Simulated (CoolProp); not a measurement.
Saturated liquid density (kg/m³) of R113: the reference equation beside estimates from Tc = 487.2 K, pc = 3392 kPa, ω = 0.253. Rackett uses Z = 0.29056 − 0.08775 ω.

Model: reference Helmholtz-energy equation of state, Marx 1992, in CoolProp.

```
T (K)  reference  Rackett  van der Waals  Redlich-Kwong  Soave-Redlich-Kwong  Peng-Robinson
-----  ---------  -------  -------------  -------------  -------------------  -------------
375.5       1362      ___          836.2           1192                 1248           1416
379.3       1351     1375          829.1           1179                 1235            ___
383.1       1339     1363          821.8           1166                 1222           1387
387         1327     1350          814.2           1153                 1208           1371
390.8       1315     1338          806.6           1139                 1195           1356
394.6       1303     1325          798.9            ___                 1181           1340
398.4       1291     1312          791.0           1111                 1166           1324
402.2       1278     1299          782.9           1096                 1152            ___
406.1       1265     1286          774.4           1081                 1136           1289
409.9       1252     1272          765.9           1066                 1120           1271
413.7       1238     1258            ___           1050                 1104           1253
```

Task: Some entries are withheld; supply them.

Result: 
- 375.5, Rackett: 1386
- 379.3, Peng-Robinson: 1401
- 394.6, Redlich-Kwong: 1125
- 402.2, Peng-Robinson: 1307
- 413.7, van der Waals: 757.2

Absolute difference from the reference over all 11 rows, mean and median: Rackett 1.7 and 1.7 %, van der Waals 38.7 and 38.7 %, Redlich-Kwong 13.7 and 13.7 %, Soave-Redlich-Kwong 9.5 and 9.4 %, Peng-Robinson 2.7 and 2.8 %.
